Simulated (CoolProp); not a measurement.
The numbers come from the reference Helmholtz-energy equation of state, Thol 2015 in CoolProp.

Question: Give the vapour pressure (kPa), liquid density (kg/m³), enthalpy of vaporisation (kJ/kg), vapour Z of saturated 1,2-dichloroethane at 339.1 K.

Answer: 
```
T (K)  p (kPa)  liquid density (kg/m³)  enthalpy of vaporisation (kJ/kg)  vapour Z
-----  -------  ----------------------  --------------------------------  --------
339.1     56.5                    1180                               334     0.981
```
